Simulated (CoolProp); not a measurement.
Vapour-liquid equilibrium of R1234yf (1) + R152A (2) at 272.5 K; x and y are mole fractions of (1).

Computed with CoolProp (multi-fluid Helmholtz-energy mixture model, Lemmon 2022 and Outcalt 1996; pair parameters Bell 2023).

```csv
x,bubble pressure (bar),y at the bubble point,dew pressure at overall composition x (bar),liquid density (mol/L)
0.05,2.660,0.076,2.633,14.24
0.125,2.762,0.173,2.713,13.81
0.2,2.845,0.257,2.790,13.41
0.275,2.911,0.332,2.861,13.03
0.35,2.965,0.402,2.926,12.68
0.425,3.009,0.469,2.981,12.35
0.5,3.043,0.534,3.026,12.03
0.575,3.068,0.599,3.060,11.73
0.65,3.087,0.664,3.083,11.45
0.725,3.098,0.732,3.097,11.19
0.8,3.103,0.801,3.103,10.94
0.875,3.102,0.873,3.102,10.70
0.95,3.096,0.948,3.096,10.48
```

y crosses x between x = 0.8 and 0.875: the model has an azeotrope there.

Pair parameters are fitted to limited data, so mixtures are less certain than the pure fluids.
